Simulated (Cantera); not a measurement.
Input (Python, Cantera) and output of one run.

```python
import numpy as np
import cantera as ct

gas_names = [...]  # 114 gases of nasa_gas.yaml made of C, Fe, H, O
cond_names = """
    C(gr) C6H6(L) C7H8(L) C8H18(L),n-octa Fe(a) Fe(c) Fe(d) Fe(L) FeC5O5(L) FeO(s) FeO(L) Fe(OH)2(s)
    Fe(OH)3(s) Fe2O3(s) Fe3O4(s) H2O(s) H2O(L)
""".split()


# ... load() reads the species with a 1 bar reference pressure and builds the phases ...
atoms = {
    'Fe3O4': {'Fe': 3, 'O': 4},
    'CO': {'C': 1, 'O': 1},
    'H2': {'H': 2},
}
top_T = {'C(gr)': 4500, 'Fe2O3(s)': 1830, 'Fe3O4(s)': 1870}  # K; cautious upper limits of use, not melting points


# ... equilibrate(T, P, feed) seeds the gas with the atoms and calls Mixture.equilibrate('TP', solver="vcs", rtol=1e-11, max_steps=5000) ...
results = []
feed = {'Fe3O4': 1, 'CO': 13, 'H2': 2}  # mol
P = 39  # Pa
for T in [1000, 1150, 1300, 1450, 1600, 1750, 1900, 2050]:
    mix = equilibrate(T, P, feed)
    results.append((T, P, feed, dict(zip(mix.species_names, mix.species_moles))))

top = {s: max(r[3][s] / sum(r[3][g] for g in gas_names) for r in results) for s in gas_names}
cols = sorted((s for s in top if top[s] > 1e-05), key=lambda s: -top[s])[:5]
seen = [c for c in cond_names if any(r[3].get(c, 0) > 1e-12 for r in results)]
print("log10 of partial pressures in bar; condensed amounts in mol")
print(f"{'T/K':>10s}" + "".join(f"{s[:9]:>10s}" for s in cols + seen))
for T, P, feed, n in results:
    ng = sum(n[g] for g in gas_names)
    print(f"{T:10.4g}" + "".join(f"{np.log10(max(n[s] / ng * P / 1e5, 1e-99)):10.3f}" for s in cols)
          + "".join(f"{n.get(c, 0):10.4g}" for c in seen))
```

Output:

```
log10 of partial pressures in bar; condensed amounts in mol
       T/K        CO       CO2        Fe        H2       H2O     Fe(a)     Fe(c)     Fe(d)    FeO(s)    FeO(L)
      1000    -3.570    -4.161   -13.827    -4.355    -5.103     1.957         0         0     1.043         0
      1150    -3.554    -4.229   -11.066    -4.381    -4.981     1.673         0         0     1.327         0
      1300    -3.545    -4.276    -8.962    -4.407    -4.892         0     1.532         0     1.468         0
      1450    -3.538    -4.315    -7.302    -4.430    -4.830         0     1.427         0     1.571         0
      1600    -3.534    -4.351    -5.960    -4.451    -4.790         0     1.303         0     1.655         0
      1750    -3.540    -4.434    -4.856    -4.472    -4.807         0         0    0.5397         0     1.901
      1900    -3.628    -4.266    -4.274    -4.665    -4.679         0         0         0         0    0.5761
      2050    -3.663    -4.223    -4.206    -4.790    -4.673         0         0         0         0         0
```

Equilibrium computed with Cantera from the NASA thermochemical tables; the gas is ideal and each condensed phase is pure. Mutual solubility and eutectic melting of coexisting phases are not modelled. The tables' stoichiometric FeO is somewhat more stable than real wüstite, so its field is too wide. FeO: taken at fixed stoichiometry.
